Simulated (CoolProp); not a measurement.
Properties of c-C4F8 (RC318) along the isobar 789 kPa.

Computed with CoolProp (reference Helmholtz-energy equation of state, Platzer 1990). This equation is an older, rougher fit.

| T (K) | phase | density (kg/m³) | cv (kJ/(kg K)) | isothermal compressibility (1/MPa) | conductivity (mW/(m K)) |
|---|---|---|---|---|---|
| 380.8 | gas | 55.98 | 0.8730 | 1.440 | 18.3 |
| 390.7 | gas | 53.92 | 0.8841 | 1.419 | 19.0 |
| 400.6 | gas | 52.05 | 0.8952 | 1.402 | 19.7 |
| 410.6 | gas | 50.33 | 0.9063 | 1.387 | 20.4 |
| 420.5 | gas | 48.76 | 0.9172 | 1.374 | 21.1 |
| 430.4 | gas | 47.31 | 0.9279 | 1.364 | 21.8 |
| 440.4 | gas | 45.95 | 0.9385 | 1.354 | 22.5 |
| 450.3 | gas | 44.69 | 0.9489 | 1.346 | 23.2 |
| 460.3 | gas | 43.50 | 0.9591 | 1.339 | 23.9 |
| 470.2 | gas | 42.39 | 0.9690 | 1.332 | 24.6 |
| 480.1 | gas | 41.35 | 0.9786 | 1.326 | 25.3 |
| 490.1 | gas | 40.35 | 0.9881 | 1.321 | 26.0 |
| 500 | gas | 39.42 | 0.9973 | 1.316 | 26.7 |

Thermal conductivity comes from a separate model (Huber 2003), an estimate that may be off by 10 % or more.
